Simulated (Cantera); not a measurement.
What does this Cantera script print?

```python
import numpy as np
import cantera as ct

gas_names = [...]  # 95 gases of nasa_gas.yaml made of C, F, H
cond_names = """
    C(gr) C6H6(L) C7H8(L) C8H18(L),n-octa
""".split()


# ... load() reads the species with a 1 bar reference pressure and builds the phases ...
atoms = {
    'CHF3': {'C': 1, 'H': 1, 'F': 3},
}
top_T = {'C(gr)': 4500}  # K; cautious upper limits of use, not melting points


# ... equilibrate(T, P, feed) seeds the gas with the atoms and calls Mixture.equilibrate('TP', solver="gibbs", rtol=1e-10, max_steps=50000) ...
results = []
feed = {'CHF3': 1}  # mol
P = 1200  # Pa
for T in [2098, 2198, 2298, 2398, 2498, 2598, 2698, 2798, 2898]:
    mix = equilibrate(T, P, feed)
    results.append((T, P, feed, dict(zip(mix.species_names, mix.species_moles))))

top = {s: max(r[3][s] / sum(r[3][g] for g in gas_names) for r in results) for s in gas_names}
cols = sorted((s for s in top if top[s] > 1e-06), key=lambda s: -top[s])[:7]
seen = [c for c in cond_names if any(r[3].get(c, 0) > 1e-12 for r in results)]
print("log10 of partial pressures in bar; condensed amounts in mol")
print(f"{'T/K':>10s}" + "".join(f"{s[:9]:>10s}" for s in cols + seen))
for T, P, feed, n in results:
    ng = sum(n[g] for g in gas_names)
    print(f"{T:10.4g}" + "".join(f"{np.log10(max(n[s] / ng * P / 1e5, 1e-99)):10.3f}" for s in cols)
          + "".join(f"{n.get(c, 0):10.4g}" for c in seen))
```

Output:

```
log10 of partial pressures in bar; condensed amounts in mol
       T/K        HF         F       CF2       CF4        CF        C3       CF3     C(gr)
      2098    -2.140    -3.199    -2.895    -2.556    -5.333    -9.559    -4.180    0.4312
      2198    -2.179    -2.884    -2.673    -2.732    -4.833    -8.635    -4.059    0.3839
      2298    -2.231    -2.637    -2.551    -3.054    -4.418    -7.793    -4.069    0.3506
      2398    -2.278    -2.461    -2.544    -3.556    -4.090    -7.023    -4.234    0.3784
      2498    -2.313    -2.344    -2.627    -4.195    -3.833    -6.317    -4.518    0.4652
      2598    -2.338    -2.266    -2.764    -4.905    -3.627    -5.667    -4.872     0.566
      2698    -2.359    -2.216    -2.935    -5.650    -3.458    -5.067    -5.265    0.6471
      2798    -2.376    -2.187    -3.130    -6.412    -3.320    -4.511    -5.683    0.6855
      2898    -2.392    -2.174    -3.341    -7.180    -3.206    -3.995    -6.117    0.6511
```

Cantera equilibrium calculation (NASA polynomials, part measured and part estimated; ideal gas, pure solids and liquids). Gases not in the tables: C2F6 and larger saturated fluorocarbons.
